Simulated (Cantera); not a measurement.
A Cantera script and what it prints.

```python
import numpy as np
import cantera as ct

gas_names = """
    H HNO HNO2 HNO3 HO2 H2 H2O H2O2 H2S H2SO4 N NH NH2 NH3 NH2OH NO NO2 NO3 N2 N2H2 N2H4 N2O O OH O2 O3
    S SH SN SO SO2 SO3 S2 S2O S8
""".split()
cond_names = """
    H2O(s) H2O(L) H2SO4(L) S(cr1) S(cr2) S(L)
""".split()


# ... load() reads the species with a 1 bar reference pressure and builds the phases ...
atoms = {
    'N2O': {'N': 2, 'O': 1},
    'SO2': {'S': 1, 'O': 2},
    'N2': {'N': 2},
    'H2': {'H': 2},
}
top_T = {}  # K; cautious upper limits of use, not melting points


# ... equilibrate(T, P, feed) seeds the gas with the atoms and calls Mixture.equilibrate('TP', solver="vcs", rtol=1e-11, max_steps=5000) ...
results = []
feed = {'N2O': 1, 'SO2': 0.011, 'N2': 0.61, 'H2': 0.84}  # mol
T = 875  # K
P = 120  # Pa
mix = equilibrate(T, P, feed)
results.append((T, P, feed, dict(zip(mix.species_names, mix.species_moles))))
print(gas.report(threshold=1e-06))
for i in range(1, mix.n_phases):
    print(f"{mix.phase(i).name:16s} {mix.phase_moles(i):12.5e} mol")
```

Output:

```
       temperature   875 K
          pressure   120 Pa
           density   0.00041225 kg/m^3
  mean mol. weight   24.993 kg/kmol
   phase of matter   gas

                          1 kg             1 kmol
                     ---------------   ---------------
          enthalpy       -2.5046e+06       -6.2598e+07  J
   internal energy       -2.7957e+06       -6.9873e+07  J
           entropy             11534        2.8828e+05  J/K
    Gibbs function       -1.2597e+07       -3.1484e+08  J
 heat capacity c_p            1387.4             34674  J/K
 heat capacity c_v            1054.7             26360  J/K

                      mass frac. Y      mole frac. X     chem. pot. / RT
                     ---------------   ---------------   ---------------
               H2O           0.23831           0.33062           -65.535
                NO        2.7065e-06        2.2544e-06           -34.056
                N2           0.71028           0.63368           -31.711
                O2          0.040155          0.031365           -36.402
               SO2          0.010473         0.0040861           -85.129
               SO3        0.00077982        0.00024345           -103.33
     [  +29 minor]        4.5063e-08        4.9348e-08

H2SO4(L)          0.00000e+00 mol
S(L)              0.00000e+00 mol
```

These are equilibrium values from Cantera (NASA tables, ideal gas, pure condensed phases), not measurements of a reactor.
